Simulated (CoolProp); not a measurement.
The fluid at 293.15 K and 2.76 MPa is throttled through a valve to 0.727 MPa with no heat exchange. The same conditions are run with several fluids, on thermodynamics alone (safety and materials aside).

Computed with CoolProp (reference Helmholtz-energy equation of state of each fluid (fluorine: de Reuck 1990; carbon monoxide: Lemmon 2006; CF4 (R14): Platzer 1990; carbon dioxide: Span 1996; nitrous oxide: Lemmon 2006)). The equations of Platzer and Polt are older, rougher fits.

**Question.** Rank fluorine, carbon monoxide, CF4 (R14), carbon dioxide, nitrous oxide by temperature change (K), highest first.

**Answer.** fluorine (-4.0), carbon monoxide (-5.1), CF4 (R14) (-12.3), carbon dioxide (-26.4), nitrous oxide (-27.0)

```json
[
 {"fluid": "fluorine", "final density (kg/m³)": "11.5"},
 {"fluid": "carbon monoxide", "final density (kg/m³)": "8.53"},
 {"fluid": "CF4 (R14)", "final density (kg/m³)": "28.3"},
 {"fluid": "carbon dioxide", "final density (kg/m³)": "15.3"},
 {"fluid": "nitrous oxide", "final density (kg/m³)": "15.4"}
]
```
